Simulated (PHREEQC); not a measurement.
Leach liquor: an equilibrium model

Consider water at 20 °C with 0.0075 mol H2SO4 and 0.027 mol Li2SO4 per kg of water. Closed to the air; pH follows from the charge balance.

All values are PHREEQC results (ion-association model, phreeqc.dat), not measurements.

No solid was allowed to form.

### Question
Estimate the pH.

### Answer
pH 2.19.

### Question
In which forms is S present?

### Answer
SO4-2 73 %, HSO4- 21 %, LiSO4- 6.6 % of the S.
